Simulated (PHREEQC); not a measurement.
Consider water at 3.2 °C with 98 mmol/kgw H3PO4, 18 mmol/kgw HF and 0.97 mmol/kgw H4SiO4. Closed to the air; pH follows from the charge balance.

Model: ion-association model, phreeqc.dat, run in PHREEQC.

This is a speciation only: nothing precipitates in the calculation.

**Question.** Estimate the pH.

**Answer.** pH 1.58.

**Question.** In which forms is F present?

**Answer.** HF 65 %, SiF6-2 32 %, F- 2.8 % of the F.

Species that the database lacks are ignored. At this temperature some constants are extrapolated from 25 °C, and those without enthalpy data are left unchanged. SiF6-2 is the database's only silicon fluoride.
